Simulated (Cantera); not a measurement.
An isothermal, constant-pressure homogeneous reactor starts with C₃H₈ : H₂ = 1 : 91 (molar parts), at 1000 K and 0.0900 Torr. Integrator tolerance rtol = 1e-08.

Computed with Cantera and GRI-Mech 3.0 (53 species, 325 reactions). GRI-Mech 3.0 was tuned for natural gas; its chemistry of propane as a main component is partial and can be far from experiment. GRI-Mech 3.0 stops at C3 and has no aromatics, soot or wall deposition, so with more carbon than oxygen in the feed, carbon stays in small species such as C2H2 where larger ones or solid carbon would form. Radical loss at walls, strong at low pressure, is not modelled.

Q: What does this change do: temperature 1000 to 1225 K?

A: 
| quantity | before | after |
|---|---|---|
| x(C₃H₈) at 1.00 s | 0.0108 (gas-phase equilibrium 1.31e-12) | 0.000368 (gas-phase equilibrium <1e-12) |
| x(H₂) at 1.00 s | 0.989 (gas-phase equilibrium 0.973) | 0.978 (gas-phase equilibrium 0.984) |
| x(H) at 1.00 s | 2.12e-6 (gas-phase equilibrium 2.06e-7) | 0.000690 (gas-phase equilibrium 2.84e-5) |
| x(C₂H₄) at 1.00 s | 3.09e-5 (gas-phase equilibrium 0.000285) | 0.00941 (gas-phase equilibrium 1.51e-5) |
| x(CH₂) at 1.00 s | 2.58e-12 (gas-phase equilibrium <1e-12) | 5.94e-8 (gas-phase equilibrium 3.99e-12) |
| x(C₂H) at 1.00 s | <1e-12 (gas-phase equilibrium <1e-12) | 9.65e-11 (gas-phase equilibrium 1.04e-10) |
| x(C₂H₂) at 1.00 s | 1.34e-10 (gas-phase equilibrium 0.00477) | 0.000592 (gas-phase equilibrium 0.0155) |

Q: What does this change do: pressure from 0.0900 Torr to 10.00 Torr?

A: 
```tsv
quantity	before	after
x(C₃H₈) at 1.00 s	0.0108 (gas-phase equilibrium 1.31e-12)	0.00285 (gas-phase equilibrium 4.19e-12)
x(H₂) at 1.00 s	0.989 (gas-phase equilibrium 0.973)	0.981 (gas-phase equilibrium 0.967)
x(H) at 1.00 s	2.12e-6 (gas-phase equilibrium 2.06e-7)	5.42e-6 (gas-phase equilibrium 1.95e-8)
x(C₂H₄) at 1.00 s	3.09e-5 (gas-phase equilibrium 0.000285)	0.00782 (gas-phase equilibrium 5.60e-6)
x(CH₂) at 1.00 s	2.58e-12 (gas-phase equilibrium <1e-12)	5.69e-12 (gas-phase equilibrium <1e-12)
x(C₂H) at 1.00 s	<1e-12 (gas-phase equilibrium <1e-12)	<1e-12 (gas-phase equilibrium <1e-12)
x(C₂H₂) at 1.00 s	1.34e-10 (gas-phase equilibrium 0.00477)	1.58e-5 (gas-phase equilibrium 8.49e-7)
```
